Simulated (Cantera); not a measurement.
Input: 1 mol SiC, 0.12 mol N₂O, 730 mol N₂, 0.013 mol H₂O, held at 133 Pa.

Cantera equilibrium calculation (NASA polynomials, part measured and part estimated; ideal gas, pure solids and liquids). Candidate condensed phases: C, C₆H₆, C₇H₈, C₈H₁₈, H₂O, Si, SiC, SiO₂, Si₂N₂O, Si₃N₄; 151 gas species. Kinetics and transport are ignored. All values below are at 1275 °C.

Base state: N₂ 1.000, CO 9.31e-5, SiO 8.90e-5, H₂ 1.60e-5 (mole fractions); condensed: SiC(s).

Q: What changes in the equilibrium state with this change: pressure from 133 Pa to 1330 Pa?

A: 
| species | before | after |
|---|---|---|
| N₂ | 1.000 | 1.000 |
| CO | 9.31e-5 | 0.000172 |
| H₂ | 1.60e-5 | 1.66e-5 |
| SiO | 8.90e-5 | 9.87e-6 |
| SiC(s), mol | 0.932 | 0.873 |
| Si₃N₄(s), mol | 0 | 0.0398 |
Mutual solubility and eutectic melting of coexisting phases are not modelled.
